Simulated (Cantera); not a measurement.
**Hydrocarbon pyrolysis for carbon deposition**

An isothermal, constant-pressure homogeneous reactor starts with CH₄ : N₂ = 1 : 93 (molar parts), at 1825 K and 750 Torr.

Cantera simulation using GRI-Mech 3.0 (53 species, 325 reactions); the numbers are that mechanism's predictions, not measurements. GRI-Mech 3.0 stops at C3 and has no aromatics, soot or wall deposition, so with more carbon than oxygen in the feed, carbon stays in small species such as C2H2 where larger ones or solid carbon would form.

```csv
t (s),x CH₄,x H,x H₂,x CH₃,x CH₂
0.000200,0.0104,2.37e-6,0.000140,0.000208,2.06e-7
0.000619,0.00936,1.03e-5,0.00106,0.000489,9.63e-7
0.00192,0.00562,3.00e-5,0.00649,0.000392,1.13e-6
0.00593,0.00249,4.22e-5,0.0118,0.000166,5.49e-7
0.0184,0.000880,5.02e-5,0.0144,6.04e-5,2.24e-7
0.0568,0.000278,5.38e-5,0.0153,1.95e-5,7.64e-8
0.176,8.56e-5,5.51e-5,0.0156,6.05e-6,2.43e-8
0.545,2.60e-5,5.55e-5,0.0157,1.84e-6,7.42e-9
1.69,8.19e-6,5.56e-5,0.0157,5.81e-7,2.35e-9
5.22,4.79e-6,5.56e-5,0.0157,3.40e-7,1.38e-9
16.2,4.78e-6,5.56e-5,0.0157,3.39e-7,1.37e-9
50.0,5.01e-6,5.56e-5,0.0157,3.56e-7,1.44e-9
```
x: mole fraction; the columns are a selection and need not sum to one.

Equilibrium at this temperature and pressure: CH₄ 1.54e-6, H 5.57e-5, H₂ 0.0158, CH₃ 1.09e-7, CH₂ 4.44e-10 (gas phase only).
